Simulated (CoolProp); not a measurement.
Saturation properties of sulfur hexafluoride.

The numbers come from the reference Helmholtz-energy equation of state, Guder 2009 in CoolProp.

| T (K) | p (MPa) | liquid density (kg/m³) | liquid viscosity (µPa s) | vapour viscosity (µPa s) |
|---|---|---|---|---|
| 234.7 | 0.3616 | 1789 | 348 | 12.5 |
| 237.9 | 0.4076 | 1772 | 331 | ? |
| 241.2 | 0.4595 | 1754 | 314 | 12.9 |
| 244.4 | 0.5143 | 1737 | 299 | 13.1 |
| 247.7 | ? | 1718 | 283 | 13.3 |
| 250.9 | 0.6407 | 1700 | ? | 13.4 |
| 254.2 | 0.7131 | 1681 | 255 | 13.6 |
| 257.4 | 0.7888 | 1662 | 241 | 13.8 |
| 260.7 | 0.8730 | 1641 | ? | 14.1 |
| 263.9 | 0.9609 | 1621 | 216 | 14.3 |
| 267.2 | 1.058 | 1599 | 205 | 14.5 |

Q: Fill in the missing entries.

A: 
- 237.9, vapour viscosity (µPa s): 12.7
- 247.7, p (MPa): 0.5759
- 250.9, liquid viscosity (µPa s): 269
- 260.7, liquid viscosity (µPa s): 228

Viscosity comes from a separate model (Quiñones-Cisneros 2012).
